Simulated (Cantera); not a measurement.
A Cantera script and what it prints.

```python
import numpy as np
import cantera as ct

gas_names = """
    H HO2 H2 H2O H2O2 O OH O2 O3 Pb PbO Pb2
""".split()
cond_names = """
    H2O(s) H2O(L) Pb(cr) Pb(L) PbO(rd) PbO(yw) PbO(L) PbO2(s) Pb3O4(s)
""".split()


# ... load() reads the species with a 1 bar reference pressure and builds the phases ...
atoms = {
    'PbO': {'Pb': 1, 'O': 1},
    'H2': {'H': 2},
}
top_T = {'Pb3O4(s)': 820}  # K; cautious upper limits of use, not melting points


# ... equilibrate(T, P, feed) seeds the gas with the atoms and calls Mixture.equilibrate('TP', solver="vcs", rtol=1e-11, max_steps=5000) ...
results = []
feed = {'PbO': 1, 'H2': 0.34}  # mol
T = 848  # K
P = 101325  # Pa
mix = equilibrate(T, P, feed)
results.append((T, P, feed, dict(zip(mix.species_names, mix.species_moles))))
print(gas.report(threshold=1e-06))
for i in range(1, mix.n_phases):
    print(f"{mix.phase(i).name:16s} {mix.phase_moles(i):12.5e} mol")
```

Output:

```
       temperature   848 K
          pressure   1.0132e+05 Pa
           density   0.25888 kg/m^3
  mean mol. weight   18.014 kg/kmol
   phase of matter   gas

                          1 kg             1 kmol
                     ---------------   ---------------
          enthalpy        -1.232e+07       -2.2193e+08  J
   internal energy       -1.2711e+07       -2.2898e+08  J
           entropy             12545        2.2599e+05  J/K
    Gibbs function       -2.2958e+07       -4.1357e+08  J
 heat capacity c_p            2183.3             39329  J/K
 heat capacity c_v            1721.7             31015  J/K

                      mass frac. Y      mole frac. X     chem. pot. / RT
                     ---------------   ---------------   ---------------
                H2        8.8897e-06        7.9433e-05           -26.539
               H2O           0.99999           0.99992           -58.659
     [  +10 minor]        3.4052e-06        2.9599e-07

Pb(L)             3.39973e-01 mol
PbO(yw)           6.60027e-01 mol
PbO2(s)           0.00000e+00 mol
```

Method: chemical equilibrium by Gibbs-energy minimisation in Cantera with the NASA 1993 tables (ideal gas, pure condensed phases).
